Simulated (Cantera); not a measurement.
Reactions in the system Al-Cl-F

Standard-state values (1 bar) from the NASA 1993 polynomials, evaluated with Cantera. Values are per mole of reaction as written; species without (g) are pure solids or liquids, kept so even where they would boil at 1 bar.

Al + 3 F(g) → AlF3(g)

| T (K) | ΔH° (kJ) | ΔS° (J/K) | ΔG° (kJ) | log10 K |
|---|---|---|---|---|
| 300 | -1447.5 | -228.0 | -1379.1 | 240.12 |
| 448 | -1451.4 | -238.7 | -1344.5 | 156.76 |
| 498 | -1452.5 | -241.0 | -1332.5 | 139.76 |
| 548 | -1453.5 | -242.9 | -1320.4 | 125.86 |

2 AlCl3 + 3 F2(g) → 2 AlF3(g) + 3 Cl2(g)

| T (K) | ΔH° (kJ) | ΔS° (J/K) | ΔG° (kJ) | log10 K | condensed phases |
|---|---|---|---|---|---|
| 300 | -1007.5 | 395.4 | -1126.1 | 196.06 | AlCl3(s) |
| 448 | -1015.5 | 373.6 | -1182.9 | 137.92 | AlCl3(s) |
| 498 | -1090.6 | 212.6 | -1196.5 | 125.50 | AlCl3(l) |
| 548 | -1095.6 | 203.1 | -1206.9 | 115.03 | AlCl3(l) |
